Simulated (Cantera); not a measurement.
Adiabatic ignition

An adiabatic, constant-volume homogeneous reactor starts with CO : H2 : CH4 : O2 : N2 : CO2 = 1 : 0.058 : 0.069 : 1.09 : 5.5 : 1.4 (molar parts), at 1125 K and 1.01 bar.

Cantera simulation using GRI-Mech 3.0 (53 species, 325 reactions); the numbers are that mechanism's predictions, not measurements.

| t (s) | T (K) | P (bar) | x CO | x H2 | x CH4 | x CH2CO | x NO | x H2O |
|---|---|---|---|---|---|---|---|---|
| 9.00e-6 | 1125 | 1.01 | 0.110 | 0.00636 | 0.00757 | <1e-12 | <1e-12 | 2.58e-10 |
| 1.84e-5 | 1125 | 1.01 | 0.110 | 0.00636 | 0.00757 | <1e-12 | <1e-12 | 1.33e-9 |
| 3.76e-5 | 1125 | 1.01 | 0.110 | 0.00636 | 0.00757 | <1e-12 | <1e-12 | 6.41e-9 |
| 7.69e-5 | 1125 | 1.01 | 0.110 | 0.00636 | 0.00757 | <1e-12 | <1e-12 | 3.15e-8 |
| 0.000157 | 1125 | 1.01 | 0.110 | 0.00636 | 0.00757 | <1e-12 | <1e-12 | 1.94e-7 |
| 0.000321 | 1125 | 1.01 | 0.110 | 0.00636 | 0.00756 | 5.96e-11 | <1e-12 | 2.82e-6 |
| 0.000656 | 1147 | 1.03 | 0.109 | 0.00632 | 0.00657 | 1.43e-6 | 1.81e-10 | 0.00134 |
| 0.00134 | 2039 | 1.76 | 0.0288 | 0.000454 | <1e-12 | <1e-12 | 3.04e-5 | 0.0201 |
| 0.00274 | 2198 | 1.88 | 0.0119 | 0.000173 | <1e-12 | <1e-12 | 0.000110 | 0.0214 |
| 0.00561 | 2236 | 1.91 | 0.00754 | 0.000109 | <1e-12 | <1e-12 | 0.000235 | 0.0217 |
| 0.0115 | 2240 | 1.91 | 0.00707 | 0.000102 | <1e-12 | <1e-12 | 0.000458 | 0.0218 |
| 0.0234 | 2239 | 1.91 | 0.00704 | 0.000102 | <1e-12 | <1e-12 | 0.000890 | 0.0218 |
| 0.0479 | 2238 | 1.91 | 0.00700 | 0.000101 | <1e-12 | <1e-12 | 0.00169 | 0.0218 |
| 0.0978 | 2235 | 1.90 | 0.00693 | 0.000100 | <1e-12 | <1e-12 | 0.00300 | 0.0218 |
| 0.200 | 2232 | 1.90 | 0.00684 | 9.93e-5 | <1e-12 | <1e-12 | 0.00458 | 0.0218 |
x: mole fraction; the columns are a selection and need not sum to one.

| Item | Result |
|---|---|
| time of steepest temperature rise | 0.858 ms |
| temperature at 0.200 s | 2232 K |
| equilibrium temperature | 2229 K |
| x(CO) at 0.200 s | 0.00684 (gas-phase equilibrium 0.00677) |
| x(H2) at 0.200 s | 9.93e-5 (gas-phase equilibrium 9.85e-5) |
| x(CH4) at 0.200 s | <1e-12 (gas-phase equilibrium <1e-12) |
